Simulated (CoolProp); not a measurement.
A closed Brayton cycle with carbon dioxide: compressor inlet 329.15 K and 9.4 MPa, high pressure 29.3 MPa, turbine inlet 820 K, compressor efficiency 0.85, turbine efficiency 0.93, recuperator effectiveness 0.8 (on enthalpy, no pinch check). Each further row changes one setting.

Values from CoolProp's reference Helmholtz-energy equation of state, Span 1996.

```tsv
case	thermal efficiency (%)	net work (kJ/kg)	compressor to turbine work	compressor exit (K)	turbine exit (K)
as stated	31.0	92.8	0.39	419.5	680.4
turbine inlet 770 K	29.5	81.9	0.42	419.5	635.5
compressor inlet 339.15 K	29.8	84.7	0.44	438.9	680.4
high pressure 24.9 MPa	29.7	83.3	0.37	406.2	699.8
recuperator effectiveness 0.5	23.8	92.8	0.39	419.5	680.4
```
